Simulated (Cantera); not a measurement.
An isothermal, constant-pressure homogeneous reactor starts with NO : N2 = 1 : 4.8 (molar parts), at 2050 K and 1130 Torr.

Computed with Cantera and GRI-Mech 3.0 (53 species, 325 reactions).

x: mole fraction; the columns are a selection and need not sum to one.

| t (s) | x NO | x O | x O2 | x N2 | x N2O |
|---|---|---|---|---|---|
| 3.00e-6 | 0.172 | 2.14e-7 | 1.61e-10 | 0.828 | [?] |
| 1.55e-5 | 0.172 | 9.81e-7 | 3.96e-9 | 0.828 | [?] |
| 7.98e-5 | 0.172 | 4.29e-6 | 9.81e-8 | 0.828 | [?] |
| 0.000412 | 0.172 | 2.35e-5 | 4.60e-6 | 0.828 | [?] |
| 0.00212 | 0.172 | 4.85e-5 | 0.000141 | 0.828 | 1.50e-5 |
| 0.0110 | 0.170 | 5.38e-5 | 0.000995 | 0.829 | 1.47e-5 |
| 0.0565 | 0.161 | 7.52e-5 | 0.00546 | 0.833 | [?] |
| 0.291 | 0.119 | 0.000137 | 0.0266 | 0.854 | [?] |
| 1.50 | 0.0278 | 0.000216 | 0.0722 | 0.900 | [?] |
| 7.75 | 0.00599 | 0.000230 | 0.0831 | 0.911 | 4.39e-7 |
| 40.0 | 0.00595 | 0.000230 | 0.0831 | 0.911 | 4.39e-7 |

Question: Some entries are withheld; supply them.

Answer: 
- 3.00e-6, x N2O: 2.20e-7
- 1.55e-5, x N2O: 1.10e-6
- 7.98e-5, x N2O: 4.89e-6
- 0.000412, x N2O: 1.31e-5
- 0.0565, x N2O: 1.31e-5
- 0.291, x N2O: 7.15e-6
- 1.50, x N2O: 7.59e-7
